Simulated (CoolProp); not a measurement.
Vapour-liquid equilibrium of n-perfluoropentane (1) + n-pentane (2) at 386.4 K; x and y are mole fractions of (1).

Model: multi-fluid Helmholtz-energy mixture model, Gao 2022 and Thol 2019; pair parameters Bell 2016, in CoolProp.

**Question.** Give the bubble pressure and the first vapour's composition at x = 0.35, 0.5, 0.65. Is there an azeotrope?

**Answer.** x = 0.35: 12.54 bar, y = 0.452; x = 0.5: 12.89 bar, y = 0.524; x = 0.65: 12.81 bar, y = 0.614. y crosses x between x = 0.5 and 0.65: the model has an azeotrope there.

Pair parameters are fitted to limited data, so mixtures are less certain than the pure fluids.
